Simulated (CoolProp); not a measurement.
The numbers come from the reference Helmholtz-energy equation of state, Thol 2019 in CoolProp.

Question: For n-hexane, give the phase and the Z, expansivity (1/kK) at 121.65 °C and 0.623 MPa; 197.85 °C and 0.623 MPa; 223.15 °C and 0.623 MPa.

Answer: 
- 121.65 °C and 0.623 MPa: liquid; Z 0.0294, expansivity 2.16
- 197.85 °C and 0.623 MPa: gas; Z 0.900, expansivity 3.04
- 223.15 °C and 0.623 MPa: gas; Z 0.918, expansivity 2.70
